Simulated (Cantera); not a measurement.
Input: 1 mol NH3, 2.3 mol H2O, 0.88 mol O2, at 3173 K and 1.00 bar.

These are equilibrium values from Cantera (NASA tables, ideal gas, pure condensed phases), not measurements of a reactor. Candidate condensed phases: H2O; 24 gas species. Equilibrium is a limit: real reactors are often held back by kinetics, nucleation or transport.

Base state: H2O 0.442, H2 0.140, OH 0.116, H 0.0978, N2 0.0855, O2 0.0598, O 0.0485, NO 0.0102 (mole fractions); condensed: gas only.

Question: What changes in the equilibrium state with this change: temperature from 3173 K to 1600 K?

Answer: 
```json
[
 {"species": "H2O", "before": "0.442", "after": "0.858"},
 {"species": "N2", "before": "0.0855", "after": "0.113"},
 {"species": "O2", "before": "0.0598", "after": "0.0291"},
 {"species": "H2", "before": "0.140", "after": "3.33e-5"},
 {"species": "OH", "before": "0.116", "after": "0.000316"},
 {"species": "H", "before": "0.0978", "after": "3.14e-7"},
 {"species": "O", "before": "0.0485", "after": "2.48e-6"},
 {"species": "NO", "before": "0.0102", "after": "0.000273"},
 {"species": "N", "before": "1.17e-5", "after": "<1e-9"},
 {"species": "HO2", "before": "4.69e-5", "after": "2.53e-7"}
]
```
